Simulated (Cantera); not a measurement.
Adiabatic ignition

An adiabatic, constant-volume homogeneous reactor starts with H2 : O2 : N2 = 1 : 1.09 : 4.09 (molar parts), at 1650 K and 0.987 atm.

Computed with Cantera and the H2/O2 subset of GRI-Mech 3.0, which has no nitrogen chemistry.

```csv
t (s),T (K),P (bar),x H2,x O2,x H,x H2O,x H2O2,x OH,x O
5.00e-6,1650,1.00,0.161,0.176,0.000490,0.000633,1.51e-7,0.000139,0.000137
2.32e-5,2132,1.26,0.0178,0.0923,0.0307,0.120,4.54e-7,0.0261,0.0320
0.000108,2692,1.53,0.00740,0.0945,0.00510,0.150,5.20e-7,0.0262,0.0115
0.000500,2727,1.55,0.00650,0.0950,0.00410,0.152,6.42e-7,0.0251,0.0101
0.00232,2727,1.55,0.00650,0.0950,0.00410,0.152,6.42e-7,0.0251,0.0101
0.0108,2727,1.55,0.00650,0.0950,0.00410,0.152,6.42e-7,0.0251,0.0101
0.0500,2727,1.55,0.00650,0.0950,0.00410,0.152,6.42e-7,0.0251,0.0101
0.232,2727,1.55,0.00650,0.0950,0.00410,0.152,6.42e-7,0.0251,0.0101
1.08,2727,1.55,0.00650,0.0950,0.00410,0.152,6.42e-7,0.0251,0.0101
5.00,2727,1.55,0.00650,0.0950,0.00410,0.152,6.42e-7,0.0251,0.0101
```
x: mole fraction; the columns are a selection and need not sum to one.

```yaml
time_of_steepest_temperature_rise: 9.48 µs
temperature at 5.00 s: 2727 K
equilibrium_temperature: 2727 K
x(H2) at 5.00 s: 0.00650 (gas-phase equilibrium 0.00650)
x(O2) at 5.00 s: 0.0950 (gas-phase equilibrium 0.0950)
x(H) at 5.00 s: 0.00410 (gas-phase equilibrium 0.00410)
```
